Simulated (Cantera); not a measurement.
A Cantera script and what it prints.

```python
import numpy as np
import cantera as ct

gas_names = """
    H HNO HNO2 HNO3 HO2 H2 H2O H2O2 N NH NH2 NH3 NH2OH NO NO2 NO3 N2 N2H2 N2H4 N2O O OH O2 O3 Pb PbO Pb2
""".split()
cond_names = """
    H2O(s) H2O(L) Pb(cr) Pb(L) PbO(rd) PbO(yw) PbO(L) PbO2(s) Pb3O4(s)
""".split()


def load(file, names, dense=False):
    # The tables refer to 1 bar. Condensed volumes are neglected.
    table = {s.name: s for s in ct.Species.list_from_file(file)}
    out = []
    for n in names:
        d = dict(table[n].input_data)
        d["thermo"] = dict(d["thermo"], **{"reference-pressure": 1e5})
        if dense:
            d["equation-of-state"] = {"model": "constant-volume", "density": "1e6 g/cm^3"}
        out.append(ct.Species.from_dict(d))
    return out


gas = ct.Solution(thermo="ideal-gas", species=load("nasa_gas.yaml", gas_names))
cond = {s.name: ct.Solution(thermo="fixed-stoichiometry", species=[s], name=s.name)
        for s in load("nasa_condensed.yaml", cond_names, dense=True)}
atoms = {
    'PbO': {'Pb': 1, 'O': 1},
    'H2': {'H': 2},
    'N2': {'N': 2},
}
top_T = {'Pb3O4(s)': 820}  # K; cautious upper limits of use, not melting points


def equilibrate(T, P, feed):
    n = {}
    for name, mol in feed.items():
        for a, k in atoms[name].items():
            n[a] = n.get(a, 0.0) + k * mol
    gas.TPX = T, P, n
    mass = sum(n.values()) * gas.mean_molecular_weight
    gas.equilibrate("TP")
    valid = [c for c in cond.values() if c.min_temp <= T <= top_T.get(c.name, c.max_temp)]
    mix = ct.Mixture([(gas, mass / gas.mean_molecular_weight)] + [(c, 0.0) for c in valid])
    mix.T, mix.P = T, P
    mix.equilibrate("TP", solver="vcs", rtol=1e-11, max_steps=5000)
    return mix


results = []
T = 698  # K
P = 1333.22  # Pa
for m in [0.62, 0.89, 1.3, 1.8, 2.6, 3.8, 5.5, 7.9, 11, 16, 23]:
    feed = {'PbO': 1, 'H2': m, 'N2': 18}  # mol
    mix = equilibrate(T, P, feed)
    results.append((T, P, feed, dict(zip(mix.species_names, mix.species_moles))))

top = {s: max(r[3][s] / sum(r[3][g] for g in gas_names) for r in results) for s in gas_names}
cols = sorted((s for s in top if top[s] > 1e-06), key=lambda s: -top[s])[:5]
seen = [c for c in cond_names if any(r[3].get(c, 0) > 1e-12 for r in results)]
print("log10 of partial pressures in bar; condensed amounts in mol")
print(f"{'n(H2)':>10s}" + "".join(f"{s[:9]:>10s}" for s in cols + seen))
for T, P, feed, n in results:
    ng = sum(n[g] for g in gas_names)
    print(f"{feed['H2']:10.4g}" + "".join(f"{np.log10(max(n[s] / ng * P / 1e5, 1e-99)):10.3f}" for s in cols)
          + "".join(f"{n.get(c, 0):10.4g}" for c in seen))
```

It prints:

```
log10 of partial pressures in bar; condensed amounts in mol
     n(H2)        N2        H2       H2O       NH3     Pb(L)   PbO(rd)
      0.62    -1.890    -7.797    -3.353   -14.658      0.62      0.38
      0.89    -1.896    -7.647    -3.202   -14.435      0.89      0.11
       1.3    -1.905    -3.684    -3.161    -8.495         1         0
       1.8    -1.916    -3.269    -3.172    -7.878         1         0
       2.6    -1.934    -2.985    -3.189    -7.461         1         0
       3.8    -1.958    -2.766    -3.214    -7.146         1         0
       5.5    -1.991    -2.593    -3.246    -6.902         1         0
       7.9    -2.033    -2.450    -3.288    -6.708         1         0
        11    -2.082    -2.338    -3.337    -6.564         1         0
        16    -2.151    -2.231    -3.407    -6.438         1         0
        23    -2.233    -2.145    -3.488    -6.352         1         0
```

Equilibrium computed with Cantera from the NASA thermochemical tables; the gas is ideal and each condensed phase is pure.
